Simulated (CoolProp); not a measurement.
R115 along the isotherm 385.1 K: density (kg/m³) from the reference equation and from simpler models built on Tc = 353.1 K, pc = 3129 kPa, ω = 0.248; each cubic takes its own stable root.

The numbers come from the reference Helmholtz-energy equation of state, Lemmon 2016 in CoolProp.

```
p (kPa)  phase  reference
-------  -----  ---------
142        gas      6.928
284        gas      14.02
427        gas      21.33
569        gas      28.77
711        gas      36.41
853        gas      44.25
996        gas      52.37
1140       gas      60.80
1280       gas      69.24
1420       gas      77.95
1560       gas      86.95
```

Task: How far does each simpler model (Redlich-Kwong, Soave-Redlich-Kwong, Peng-Robinson) lie from the reference over these 11 states: mean and median of the absolute difference, and the worst?

Result: 
- Redlich-Kwong: mean 0.5 %, median 0.5 %, worst +1.0 % at 385.1 K and 1560 kPa
- Soave-Redlich-Kwong: mean 0.1 %, median 0.1 %, worst +0.2 % at 385.1 K and 996 kPa
- Peng-Robinson: mean 1.1 %, median 1.2 %, worst +2.0 % at 385.1 K and 1560 kPa
